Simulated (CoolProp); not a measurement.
Vapour-liquid equilibrium of methanol (1) + water (2) at 12.4 bar; x and y are mole fractions of (1).

Computed with CoolProp (multi-fluid Helmholtz-energy mixture model, de Reuck 1993 and Wagner 2002; pair parameters Bell 2016).

```tsv
x	bubble temperature (K)	y at the bubble point	dew temperature at overall composition x (K)	liquid density (mol/L)
0.05	[?]	0.133	460.9	[?]
0.125	452.0	0.288	458.2	42.86
0.2	446.9	0.409	455.4	39.84
0.275	442.6	0.505	452.5	37.10
0.35	438.9	0.585	[?]	[?]
0.425	[?]	0.652	446.2	32.37
0.5	432.7	0.709	442.8	30.32
0.575	430.1	0.761	439.3	28.44
0.65	427.7	0.807	[?]	26.73
0.725	425.5	0.851	431.9	25.15
0.8	423.4	[?]	428.1	23.71
0.875	421.4	0.933	424.3	22.38
0.95	419.5	0.973	420.6	21.15
```

Some entries are withheld; supply them.


- 0.05, bubble temperature (K): 457.9
- 0.05, liquid density (mol/L): 46.22
- 0.35, dew temperature at overall composition x (K): 449.4
- 0.35, liquid density (mol/L): 34.62
- 0.425, bubble temperature (K): 435.6
- 0.65, dew temperature at overall composition x (K): 435.7
- 0.8, y at the bubble point: 0.893

No azeotrope shows between x = 0.05 and 0.95.

The pair parameters rest on a limited set of measurements; away from them the model extrapolates.
